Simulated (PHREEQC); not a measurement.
Solution (25 °C): 0.26 mol/kgw H2SO4, 0.11 mol/kgw FeCl2 and 0.00013 mol/kgw LiCl. Closed to the air; pH follows from the charge balance.

Equilibrium calculation in PHREEQC: ion-association model, phreeqc.dat.

Problem. The ionic strength comes out as 0.551 mol/kgw. What activity coefficients do LiSO4-, FeCl+, FeHSO4+, H+, SO4-2 get?

Solution. LiSO4- 0.67, FeCl+ 0.74, FeHSO4+ 0.74, H+ 0.76, SO4-2 0.20.

This is a speciation only: nothing precipitates in the calculation.
